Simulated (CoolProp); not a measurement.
Properties of sulfur dioxide along the isobar 17.6 bar.

The numbers come from the reference Helmholtz-energy equation of state, Gao 2016 in CoolProp.

| T (K) | phase | density (kg/m³) | cp (kJ/(kg K)) | cv (kJ/(kg K)) | expansivity (1/kK) |
|---|---|---|---|---|---|
| 408.4 | gas | 36.92 | 0.8196 | 0.6045 | 3.520 |
| 419 | gas | 35.61 | 0.8069 | 0.6021 | 3.310 |
| 429.6 | gas | 34.42 | 0.7975 | 0.6011 | 3.130 |
| 440.2 | gas | 33.32 | 0.7906 | 0.6011 | 2.975 |
| 450.8 | gas | 32.31 | 0.7856 | 0.6019 | 2.840 |
| 461.4 | gas | 31.37 | 0.7822 | 0.6033 | 2.719 |
| 472 | gas | 30.50 | 0.7800 | 0.6053 | 2.612 |
| 482.6 | gas | 29.68 | 0.7787 | 0.6076 | 2.515 |
| 493.2 | gas | 28.91 | 0.7782 | 0.6103 | 2.427 |
| 503.8 | gas | 28.19 | 0.7783 | 0.6131 | 2.346 |
| 514.4 | gas | 27.51 | 0.7788 | 0.6161 | 2.272 |
| 525 | gas | 26.87 | 0.7798 | 0.6193 | 2.204 |
